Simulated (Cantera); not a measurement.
An adiabatic, constant-volume homogeneous reactor starts with CO : H₂ : O₂ : N₂ = 1 : 0.12 : 0.467 : 1.75 (molar parts), equivalence ratio 1.2, at 1400 K and 1.60 bar. Integrator tolerance rtol = 1e-08.

Computed with Cantera and GRI-Mech 3.0 (53 species, 325 reactions).

### Question
What does this change do: pressure from 1.60 bar to 5.00 bar?

### Answer
| quantity | before | after |
|---|---|---|
| time of steepest temperature rise | 25.4 µs | 8.64 µs |
| temperature at 0.400 s | 2946 K | 3055 K |
| equilibrium temperature | 2946 K | 3055 K |
| x(CO) at 0.400 s | 0.152 (gas-phase equilibrium 0.152) | 0.143 (gas-phase equilibrium 0.143) |
| x(H₂) at 0.400 s | 0.00330 (gas-phase equilibrium 0.00330) | 0.00300 (gas-phase equilibrium 0.00300) |
| x(O₂) at 0.400 s | 0.0328 (gas-phase equilibrium 0.0328) | 0.0286 (gas-phase equilibrium 0.0286) |
| x(N₂O) at 0.400 s | 1.26e-6 (gas-phase equilibrium 1.26e-6) | 2.44e-6 (gas-phase equilibrium 2.44e-6) |
| x(H₂O₂) at 0.400 s | 1.42e-7 (gas-phase equilibrium 1.42e-7) | 2.95e-7 (gas-phase equilibrium 2.95e-7) |
| x(NO) at 0.400 s | 0.0150 (gas-phase equilibrium 0.0150) | 0.0161 (gas-phase equilibrium 0.0161) |
| x(NO₂) at 0.400 s | 6.24e-6 (gas-phase equilibrium 6.24e-6) | 1.04e-5 (gas-phase equilibrium 1.04e-5) |
The hydrogen kinetics of GRI-Mech 3.0 are dated; newer H2 mechanisms differ, most at raised pressure. Above 3000 K some thermodynamic fits are extrapolated.

### Question
What does this change do: initial temperature 1400 to 1575 K?

### Answer
```tsv
quantity	before	after
time of steepest temperature rise	25.4 µs	18.8 µs
temperature at 0.400 s	2946 K	2979 K
equilibrium temperature	2946 K	2979 K
x(CO) at 0.400 s	0.152 (gas-phase equilibrium 0.152)	0.161 (gas-phase equilibrium 0.161)
x(H₂) at 0.400 s	0.00330 (gas-phase equilibrium 0.00330)	0.00351 (gas-phase equilibrium 0.00351)
x(O₂) at 0.400 s	0.0328 (gas-phase equilibrium 0.0328)	0.0359 (gas-phase equilibrium 0.0359)
x(N₂O) at 0.400 s	1.26e-6 (gas-phase equilibrium 1.26e-6)	1.30e-6 (gas-phase equilibrium 1.30e-6)
x(H₂O₂) at 0.400 s	1.42e-7 (gas-phase equilibrium 1.42e-7)	1.40e-7 (gas-phase equilibrium 1.40e-7)
x(NO) at 0.400 s	0.0150 (gas-phase equilibrium 0.0150)	0.0163 (gas-phase equilibrium 0.0163)
x(NO₂) at 0.400 s	6.24e-6 (gas-phase equilibrium 6.24e-6)	6.59e-6 (gas-phase equilibrium 6.59e-6)
```
